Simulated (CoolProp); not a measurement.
R13 at 293.15 K and 4.59 MPa is throttled through a valve to 1.71 MPa with no heat exchange. Each further row changes one setting.

Model: reference Helmholtz-energy equation of state, Platzer 1990, in CoolProp. This equation is an older, rougher fit; its heat capacities, sound speeds and derivatives of the liquid may be far off and weren't checked against measurements.

```tsv
case	temperature change (K)	final phase	final density (kg/m³)
as stated	-25.5	two-phase, vapour fraction 0.315	?
outlet pressure 0.513 MPa	-64.5	two-phase, vapour fraction 0.558	?
outlet pressure 2.22 MPa	?	two-phase, vapour fraction 0.210	481
```

**Question.** Fill in the missing entries.

**Answer.** 
- as stated, final density (kg/m³): 296
- outlet pressure 0.513 MPa, final density (kg/m³): 56.7
- outlet pressure 2.22 MPa, temperature change (K): -15.2
